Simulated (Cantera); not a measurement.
What does this Cantera script print?

```python
import numpy as np
import cantera as ct

gas_names = """
    B BH BH2 BH3 BN B2 H H2 N NH NH2 NH3 N2 N2H2 N2H4
""".split()
cond_names = """
    B(b) B(L) BN(s)
""".split()


# ... load() reads the species with a 1 bar reference pressure and builds the phases ...
atoms = {
    'borazine': {'B': 3, 'N': 3, 'H': 6},
    'H2': {'H': 2},
    'N2': {'N': 2},
}
top_T = {'BN(s)': 3200}  # K; cautious upper limits of use, not melting points


# ... equilibrate(T, P, feed) seeds the gas with the atoms and calls Mixture.equilibrate('TP', solver="vcs", rtol=1e-11, max_steps=5000) ...
results = []
feed = {'borazine': 1, 'H2': 3.1, 'N2': 15}  # mol
T = 1023.15  # K
P = 680  # Pa
mix = equilibrate(T, P, feed)
results.append((T, P, feed, dict(zip(mix.species_names, mix.species_moles))))
print(gas.report(threshold=1e-06))
for i in range(1, mix.n_phases):
    print(f"{mix.phase(i).name:16s} {mix.phase_moles(i):12.5e} mol")
```

It prints:

```
       temperature   1023.1 K
          pressure   680 Pa
           density   0.0016385 kg/m^3
  mean mol. weight   20.498 kg/kmol
   phase of matter   gas

                          1 kg             1 kmol
                     ---------------   ---------------
          enthalpy        1.0723e+06        2.1981e+07  J
   internal energy        6.5732e+05        1.3474e+07  J
           entropy             12562         2.575e+05  J/K
    Gibbs function       -1.1781e+07       -2.4148e+08  J
 heat capacity c_p            1564.6             32072  J/K
 heat capacity c_v              1159             23757  J/K

                      mass frac. Y      mole frac. X     chem. pot. / RT
                     ---------------   ---------------   ---------------
                H2          0.028433            0.2891           -23.795
                N2           0.97157            0.7109           -30.253
     [  +13 minor]        3.7228e-07        4.7356e-07

B(b)              0.00000e+00 mol
BN(s)             3.00000e+00 mol
```

Equilibrium computed with Cantera from the NASA thermochemical tables; the gas is ideal and each condensed phase is pure. The feed counts by its element totals alone.
